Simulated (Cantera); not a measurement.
A closed system holds: 1 mol CF₄, 0.062 mol HCl, 0.081 mol H₂, held at 13.3 mbar.

Method: chemical equilibrium by Gibbs-energy minimisation in Cantera with the NASA 1993 tables (ideal gas, pure condensed phases). Candidate condensed phases: C, C₆H₆, C₇H₈, C₈H₁₈; 118 gas species. Gases not in the tables: C₂F₆ and larger saturated fluorocarbons. Equilibrium is a limit: real reactors are often held back by kinetics, nucleation or transport.

x: gas mole fraction; n: condensed amount in mol.

| T (°C) | x CF₄ | x F | x CF₂ | x HF | x CF | x Cl | x CF₃ | n C(graphite) |
|---|---|---|---|---|---|---|---|---|
| 1500 | 0.756 | 0.00234 | 0.0100 | 0.180 | 3.04e-6 | 0.0479 | 0.00122 | 0.0497 |
| 1600 | 0.735 | ___ | ___ | 0.178 | ___ | 0.0483 | ___ | ___ |
| 1700 | 0.689 | 0.0202 | 0.0639 | 0.173 | 8.19e-5 | 0.0473 | 0.00537 | 0.0193 |
| 1800 | 0.619 | 0.0567 | 0.106 | 0.164 | 0.000225 | 0.0451 | 0.00846 | 0 |
| 1900 | 0.508 | 0.149 | 0.142 | 0.148 | 0.000466 | 0.0408 | 0.0112 | 0 |
| 2000 | 0.326 | 0.301 | 0.203 | 0.122 | 0.00117 | 0.0336 | 0.0133 | 0 |
| 2100 | 0.134 | 0.464 | 0.268 | 0.0934 | 0.00323 | 0.0258 | 0.0119 | 0 |
| 2200 | ___ | 0.553 | 0.298 | 0.0779 | ___ | 0.0215 | ___ | 0 |
| 2300 | 0.00652 | 0.583 | 0.292 | 0.0727 | 0.0221 | 0.0201 | 0.00385 | 0 |
| 2400 | 0.00126 | 0.662 | 0.213 | 0.0672 | 0.0355 | 0.0186 | 0.00169 | 0.156 |
| 2500 | 0.000231 | 0.725 | 0.141 | 0.0628 | 0.0502 | 0.0174 | 0.000677 | 0.293 |

Q: Some entries are withheld; supply them.

A: 
- 1600, x F: 0.00732
- 1600, x CF₂: 0.0269
- 1600, x CF: 1.74e-5
- 1600, x CF₃: 0.00271
- 1600, n C(graphite): 0.0403
- 2200, x CF₄: 0.0332
- 2200, x CF: 0.00883
- 2200, x CF₃: 0.00745
